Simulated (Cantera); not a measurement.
Feed: 1 mol Cu₂O, 0.71 mol CH₄, 0.64 mol CO, 3.8 mol C, equilibrated at 2150 K.

Method: chemical equilibrium by Gibbs-energy minimisation in Cantera with the NASA 1993 tables (ideal gas, pure condensed phases). Candidate condensed phases: C, C₆H₆, C₇H₈, C₈H₁₈, Cu, CuO, Cu(OH)₂, Cu₂O, H₂O; 113 gas species. Kinetics and transport are ignored.

**Question.** Which condensed phases are stable at each of these points (P (Pa)): 10, 68, 460, 3200, 22000, 150000, 1000000?

**Answer.** 
```json
[
 {"P (Pa)": "10", "condensed phases": "C(graphite)", "Cu condensed (%)": "0.0"},
 {"P (Pa)": "68", "condensed phases": "C(graphite)", "Cu condensed (%)": "0.0"},
 {"P (Pa)": "460", "condensed phases": "C(graphite)", "Cu condensed (%)": "0.0"},
 {"P (Pa)": "3200", "condensed phases": "C(graphite)", "Cu condensed (%)": "0.0"},
 {"P (Pa)": "22000", "condensed phases": "C(graphite) + Cu(l)", "Cu condensed (%)": "88.0"},
 {"P (Pa)": "150000", "condensed phases": "C(graphite) + Cu(l)", "Cu condensed (%)": "98.4"},
 {"P (Pa)": "1000000", "condensed phases": "C(graphite) + Cu(l)", "Cu condensed (%)": "99.8"}
]
```

From 10.0 Pa to 3200 Pa the condensed part is C(graphite). From 22000 Pa to 1000000 Pa the condensed part is C(graphite) + Cu(l).
